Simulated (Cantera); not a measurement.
## Stirred combustor or abatement burner

A perfectly stirred reactor is fed with 3.67 % CH4, 0.660 % C2H6, 20.1 % O2, 75.6 % N2, equivalence ratio 0.48, at 94000 Pa; it is adiabatic with a 350 K inlet, and is followed from long to short residence time, starting on the burning branch (τ in s: 0.042, 0.021, 0.01, 0.0052, 0.0026, 0.0013, 0.00064, 0.00032, 0.00016, 7.9e-05, 3.9e-05).

Computed with Cantera and GRI-Mech 3.0 (53 species, 325 reactions).

```tsv
τ (s)	T (K)	x CH4	x C2H6	x O2	x CO2	x C2H2	x CH2O	x CH3
0.042	1477	4.09e-5	1.95e-6	0.104	0.0489	5.66e-7	3.93e-6	4.82e-6
0.021	1472	6.51e-5	3.08e-6	0.105	0.0484	6.12e-7	6.51e-6	7.23e-6
0.010	1461	0.000109	5.10e-6	0.105	0.0474	6.39e-7	1.13e-5	1.13e-5
0.0052	1447	0.000179	8.20e-6	0.106	0.0460	6.49e-7	1.88e-5	1.71e-5
0.0026	1420	0.000328	1.48e-5	0.107	0.0432	6.78e-7	3.39e-5	2.82e-5
0.0013	350	0.0367	0.00660	0.201	<1e-12	<1e-12	<1e-12	<1e-12
0.00064	350	0.0367	0.00660	0.201	<1e-12	<1e-12	<1e-12	<1e-12
0.00032	350	0.0367	0.00660	0.201	<1e-12	<1e-12	<1e-12	<1e-12
0.00016	350	0.0367	0.00660	0.201	<1e-12	<1e-12	<1e-12	<1e-12
7.9e-5	350	0.0367	0.00660	0.201	<1e-12	<1e-12	<1e-12	<1e-12
3.9e-5	350	0.0367	0.00660	0.201	<1e-12	<1e-12	<1e-12	<1e-12
```
x: mole fraction; the columns are a selection and need not sum to one.
